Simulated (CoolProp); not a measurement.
Vapour-liquid equilibrium of isopentane (1) + R365MFC (2) at 319.2 K; x and y are mole fractions of (1).

Computed with CoolProp (multi-fluid Helmholtz-energy mixture model, Lemmon 2006 and Lemmon 2016; pair parameters Bell 2016).

```tsv
x	bubble pressure, mixture model (bar)	bubble pressure, Raoult's law (bar)	y, mixture model	y, Raoult's law
0.05	?	1.274	?	0.072
0.2	1.908	1.361	0.440	0.268
0.35	2.111	1.449	0.544	0.441
0.5	2.195	1.536	0.602	0.595
0.65	2.220	1.623	0.651	0.732
0.8	?	1.710	0.722	0.854
0.95	1.980	1.798	0.885	0.965
```

Question: Complete the blanks.

Answer: 
- 0.05, bubble pressure, mixture model (bar): 1.470
- 0.05, y, mixture model: 0.185
- 0.8, bubble pressure, mixture model (bar): 2.183

The largest gap from Raoult's law is +45.7 % in bubble pressure, at x = 0.35. y crosses x between x = 0.65 and 0.8: the model has an azeotrope there.

The pair parameters rest on a limited set of measurements; away from them the model extrapolates.
